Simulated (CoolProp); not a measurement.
Saturation properties of CHF3 (R23) (Tc = 26.1 °C, pc = 4832 kPa, ω = 0.263).

The numbers come from the reference Helmholtz-energy equation of state, Penoncello 2003 in CoolProp.

| T (°C) | p (kPa) | liquid density (kg/m³) | liquid cp (kJ/(kg K)) | vapour Z | surface tension (mN/m) | liquid viscosity (µPa s) |
|---|---|---|---|---|---|---|
| -116.15 | 8.453 | 1570 | 1.201 | 0.9910 | 23.4 | 591 |
| -109.55 | 15.03 | 1547 | 1.205 | 0.9871 | 22.1 | 509 |
| -102.95 | 25.36 | 1523 | 1.210 | 0.9822 | 20.9 | 444 |
| -96.35 | 40.90 | 1499 | 1.217 | 0.9760 | 19.6 | 391 |
| -89.75 | 63.40 | 1475 | 1.225 | 0.9683 | 18.3 | 347 |
| -83.15 | 94.86 | 1450 | 1.236 | 0.9591 | 17.1 | 311 |
| -76.55 | 137.6 | 1425 | 1.248 | 0.9482 | 15.8 | 280 |
| -70.05 | 193.2 | 1399 | 1.262 | 0.9356 | 14.6 | 253 |
| -63.45 | 266.2 | 1372 | 1.279 | 0.9210 | 13.4 | 230 |
| -56.85 | 358.7 | 1345 | 1.300 | 0.9043 | 12.2 | 209 |
| -50.25 | 474.1 | 1316 | 1.324 | 0.8854 | 11.0 | 191 |
| -43.65 | 615.7 | 1287 | 1.353 | 0.8642 | 9.79 | 174 |
| -37.05 | 787.1 | 1256 | 1.387 | 0.8405 | 8.64 | 160 |
| -30.45 | 992.1 | 1223 | 1.429 | 0.8142 | 7.51 | 146 |

It boils at -82.0 °C under 1 atm.

Viscosity comes from a separate model (Shan 2000). Surface tension comes from a separate correlation (Mulero 2012).
